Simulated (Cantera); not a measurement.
Input: 1 mol Si2Cl6, 0.0053 mol Cl2, 66 mol H2, held at 1675 K and 0.0560 bar.

Equilibrium computed with Cantera from the NASA thermochemical tables; the gas is ideal and each condensed phase is pure. The feed counts by its element totals alone. The tables' values for SiCl3, SiCl are old estimates; treat these amounts as uncertain. Gases not in the tables: Si2H6 and higher silanes. Kinetics and transport are ignored.

```
species       before     after
----------  --------  --------
H2             0.926     0.925
HCl           0.0592    0.0593
SiCl2         0.0136    0.0137
H           0.000472   0.00201
SiCl3       0.000181   4.29e-5
Si           7.75e-6  0.000140
SiHCl3       1.41e-5   7.86e-7
SiCl         2.16e-5   9.22e-5
Cl           2.35e-5  0.000100
SiH          2.96e-6   1.26e-5
SiH2         1.04e-5   1.04e-5
Si(s), mol      1.04      1.03
```
Gas species are given as mole fractions.

Q: Which change was made?
A. Si2Cl6 replaced by SiCl4
B. pressure from 0.0560 bar to 0.00310 bar
C. temperature from 1675 K to 1200 K
D. temperature from 1675 K to 1248.15 K

A: B, pressure from 0.0560 bar to 0.00310 bar. The tables' values for SiCl, SiCl3 are old estimates; treat these amounts as uncertain
